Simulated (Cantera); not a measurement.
Mixture: CH₄ : H₂ : O₂ : N₂ = 1 : 0.13 : 3.23 : 12.1 (molar parts), equivalence ratio 0.64, at 1.00 bar, adiabatic and at constant pressure. Ignition delay is the time to a rise of 400 K.

Cantera simulation using GRI-Mech 3.0 (53 species, 325 reactions); the numbers are that mechanism's predictions, not measurements.

What does this change do: constant volume in place of constant pressure?


```json
[
 {"quantity": "delay at 1073 K", "before": "42.6 ms", "after": "40.5 ms"},
 {"quantity": "delay at 1173 K", "before": "14.1 ms", "after": "13.4 ms"},
 {"quantity": "delay at 1273 K", "before": "4.71 ms", "after": "4.47 ms"},
 {"quantity": "delay at 1373 K", "before": "1.71 ms", "after": "1.62 ms"},
 {"quantity": "apparent activation energy between 1323 and 1423 K", "before": "150 kJ/mol", "after": "150 kJ/mol"}
]
```

What does this change do: pressure from 1.00 bar to 10.0 bar?


| quantity | before | after |
|---|---|---|
| delay at 1073 K | 42.6 ms | 5.55 ms |
| delay at 1173 K | 14.1 ms | 1.55 ms |
| delay at 1273 K | 4.71 ms | 0.600 ms |
| delay at 1373 K | 1.71 ms | 0.254 ms |
| apparent activation energy between 1323 and 1423 K | 150 kJ/mol | 130 kJ/mol |
